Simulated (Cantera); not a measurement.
A perfectly stirred reactor is fed with 27.0 % CH4, 59.5 % H2O, 13.5 % H2, at 4.60 bar; it is held at 2073 K, and followed from long to short residence time.

Detailed kinetics in Cantera: GRI-Mech 3.0 (53 species, 325 reactions).

x: mole fraction; the columns are a selection and need not sum to one.

| τ (s) | x CH4 | x H2O | x H2 | x C2H4 | x C2H |
|---|---|---|---|---|---|
| 24 | 3.52e-5 | 0.200 | 0.624 | 1.70e-9 | 4.31e-12 |
| 11 | 7.63e-5 | 0.200 | 0.624 | 7.71e-9 | 1.94e-11 |
| 5.1 | 0.000162 | 0.200 | 0.624 | 3.44e-8 | 8.62e-11 |
| 2.3 | 0.000350 | 0.200 | 0.623 | 1.58e-7 | 3.95e-10 |
| 1.1 | 0.000694 | 0.201 | 0.623 | 6.17e-7 | 1.54e-9 |
| 0.48 | 0.00143 | 0.202 | 0.621 | 2.58e-6 | 6.46e-9 |
| 0.22 | [?] | 0.205 | 0.618 | [?] | [?] |
| 0.10 | [?] | 0.210 | 0.613 | [?] | [?] |
| 0.046 | 0.00745 | 0.221 | 0.603 | 6.36e-5 | 1.63e-7 |
| 0.021 | 0.0115 | 0.239 | 0.587 | 0.000137 | 3.57e-7 |
| 0.0095 | 0.0169 | 0.267 | 0.562 | 0.000257 | 6.85e-7 |

**Question.** What belongs in the gaps?

**Answer.** 
- 0.22, x CH4: 0.00264
- 0.22, x C2H4: 8.70e-6
- 0.22, x C2H: 2.19e-8
- 0.10, x CH4: 0.00459
- 0.10, x C2H4: 2.56e-5
- 0.10, x C2H: 6.47e-8
